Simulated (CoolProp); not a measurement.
A single-stage vapour-compression cycle with vinyl chloride: evaporating at 223.15 K (dew point), condensing at 265.15 K (bubble point), superheat 8 K, subcooling 5 K, compressor efficiency 0.9, no pressure losses. Each further row changes one setting.

The numbers come from the reference Helmholtz-energy equation of state, Thol 2022 in CoolProp.

```csv
case,cooling COP,pressure ratio,discharge temperature (K),refrigerating effect (kJ/kg),volumetric capacity (kJ/m³)
as stated,(withheld),7.43,331.1,335,190
evaporating temperature 228.15 K,4.92,5.59,(withheld),(withheld),250
condensing temperature 260.15 K,4.79,6.09,320.7,343,194
subcooling 10 K,4.24,7.43,331.1,343,194
superheat 18 K,4.08,7.43,342.3,343,186
compressor efficiency 0.8,(withheld),7.43,(withheld),335,190
```

Task: Some entries are withheld; supply them.

Result: 
- as stated, cooling COP: 4.15
- evaporating temperature 228.15 K, discharge temperature (K): 322.0
- evaporating temperature 228.15 K, refrigerating effect (kJ/kg): 339
- compressor efficiency 0.8, cooling COP: 3.69
- compressor efficiency 0.8, discharge temperature (K): 341.8
